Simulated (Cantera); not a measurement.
A freely propagating, adiabatic, planar premixed flame of 8.98 % CH₄, 19.1 % O₂, 71.9 % N₂, equivalence ratio 0.94, unburnt at 500 K and 13300 Pa; mixture-averaged transport, grid criteria slope 0.08 and curve 0.16, no radiation.

Detailed kinetics in Cantera: GRI-Mech 3.0 (53 species, 325 reactions). Burning velocities carry a grid error of a few per cent, more on coarse grids.

**Question.** Predict: laminar burning velocity; thermal thickness; peak x(C₂H); peak x(CH₂); peak x(HCN).

**Answer.** 
```
Quantity                     Value
------------------------  --------
laminar burning velocity  133 cm/s
thermal thickness          2.09 mm
peak x(C₂H)                1.44e-7
peak x(CH₂)                5.17e-5
peak x(HCN)                2.03e-6
```
